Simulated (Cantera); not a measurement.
H2S + H2 + N2 + O2 (abatement and gas-phase synthesis)

Feed: 1 mol H2S, 0.16 mol H2, 43 mol N2, 0.049 mol O2, held at 2700 K and 25500 Torr.

Cantera equilibrium calculation (NASA polynomials, part measured and part estimated; ideal gas, pure solids and liquids). Candidate condensed phases: H2O, H2SO4, S; 35 gas species. The ideal-gas law is rough above about 30 bar. The numbers say what is thermodynamically allowed, not how fast it happens.

The x(N2) is 0.962 and the x(H2) is 0.0206. The x(S2) is 0.00796. The x(SH) is 0.00288. The x(H2O) is 0.00163 and the x(H2S) is 0.00155. The x(S) is 0.00146 and the x(H) is 0.00140. The x(SO) is 0.000445. The gas amount is 44.70 mol and the log10 activity of S(l) (absent) is -2.10.
